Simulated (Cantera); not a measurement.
A closed system holds: 1 mol V2O5, 1100 mol H2, equilibrated at 190000 Pa.

Cantera equilibrium calculation (NASA polynomials, part measured and part estimated; ideal gas, pure solids and liquids). Candidate condensed phases: H2O, V, VO, V2O3, V2O4, V2O5; 12 gas species. VO: taken at fixed stoichiometry. Kinetics and transport are ignored.

Question: At 1875 K, list the 3 most abundant gas species with their mole fractions, and the condensed phases.

Answer: H2 0.997, H2O 0.00273, H 0.000475. Condensed: VO(s).
